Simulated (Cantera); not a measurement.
Input: 1 mol Al, 1.4 mol NH3, 47 mol N2, at 1823 K and 49.0 Pa.

Equilibrium computed with Cantera from the NASA thermochemical tables; the gas is ideal and each condensed phase is pure. Candidate condensed phases: Al, AlN; 13 gas species. Equilibrium is a limit: real reactors are often held back by kinetics, nucleation or transport.

Base state: N2 0.937, H2 0.0393, Al 0.0196, H 0.00388, AlH 3.68e-5 (mole fractions); condensed: gas only.

What changes in the equilibrium state with this change: temperature from 1823 K to 775 K?


```tsv
species	before	after
N2	0.937	0.957
H2	0.0393	0.0426
Al	0.0196	<1e-9
H	0.00388	<1e-9
AlH	3.68e-5	<1e-9
AlN(s), mol	0	1.00
```

What changes in the equilibrium state with this change: pressure from 49.0 Pa to 13.3 mbar?


| species | before | after |
|---|---|---|
| N2 | 0.937 | 0.957 |
| H2 | 0.0393 | 0.0422 |
| H | 0.00388 | 0.000771 |
| Al | 0.0196 | 0.000340 |
| AlH | 3.68e-5 | 3.46e-6 |
| AlN(s), mol | 0 | 0.983 |

What changes in the equilibrium state with this change: Al replaced by AlCl3?


```json
[
 {"species": "N2", "before": "0.937", "after": "0.918"},
 {"species": "HCl", "before": "0", "after": "0.0340"},
 {"species": "H2", "before": "0.0393", "after": "0.0220"},
 {"species": "Al", "before": "0.0196", "after": "2.02e-5"},
 {"species": "AlCl", "before": "0", "after": "0.0183"},
 {"species": "Cl", "before": "0", "after": "0.00343"},
 {"species": "AlCl2", "before": "0", "after": "0.000847"},
 {"species": "AlCl3", "before": "0", "after": "0.000114"},
 {"species": "AlH", "before": "3.68e-5", "after": "2.83e-8"},
 {"species": "H", "before": "0.00388", "after": "0.00290"}
]
```
The tables' values for AlCl2 are old estimates; treat these amounts as uncertain. Further candidate phases: AlCl3, NH4Cl.
